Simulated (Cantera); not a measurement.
An isothermal, constant-pressure homogeneous reactor starts with NO : N2 = 1 : 4.7 (molar parts), at 1675 K and 1.00 bar. Integrator tolerance rtol = 1e-08.

Cantera simulation using GRI-Mech 3.0 (53 species, 325 reactions); the numbers are that mechanism's predictions, not measurements.

Task: What does this change do: N2 4.7 to 1.4 parts?

Result: 
```
quantity                                            before                                     after
----------------  ----------------------------------------  ----------------------------------------
x(NO) at 20.0 s      0.114 (gas-phase equilibrium 0.00183)     0.182 (gas-phase equilibrium 0.00263)
x(N2O) at 20.0 s   5.03e-6 (gas-phase equilibrium 1.15e-7)   1.26e-5 (gas-phase equilibrium 1.55e-7)
x(O) at 20.0 s     6.14e-6 (gas-phase equilibrium 1.01e-5)   1.19e-5 (gas-phase equilibrium 1.56e-5)
x(O2) at 20.0 s      0.0306 (gas-phase equilibrium 0.0868)       0.117 (gas-phase equilibrium 0.207)
x(N2) at 20.0 s        0.855 (gas-phase equilibrium 0.911)       0.701 (gas-phase equilibrium 0.790)
x(NO2) at 20.0 s  0.000146 (gas-phase equilibrium 3.90e-6)  0.000452 (gas-phase equilibrium 8.66e-6)
```

Task: What does this change do: pressure from 1.00 bar to 1.90 bar?

Result: 
```
quantity                                            before                                     after
----------------  ----------------------------------------  ----------------------------------------
x(NO) at 20.0 s      0.114 (gas-phase equilibrium 0.00183)    0.0863 (gas-phase equilibrium 0.00183)
x(N2O) at 20.0 s   5.03e-6 (gas-phase equilibrium 1.15e-7)   3.09e-6 (gas-phase equilibrium 1.59e-7)
x(O) at 20.0 s     6.14e-6 (gas-phase equilibrium 1.01e-5)   5.31e-6 (gas-phase equilibrium 7.35e-6)
x(O2) at 20.0 s      0.0306 (gas-phase equilibrium 0.0868)     0.0444 (gas-phase equilibrium 0.0868)
x(N2) at 20.0 s        0.855 (gas-phase equilibrium 0.911)       0.869 (gas-phase equilibrium 0.911)
x(NO2) at 20.0 s  0.000146 (gas-phase equilibrium 3.90e-6)  0.000183 (gas-phase equilibrium 5.38e-6)
```
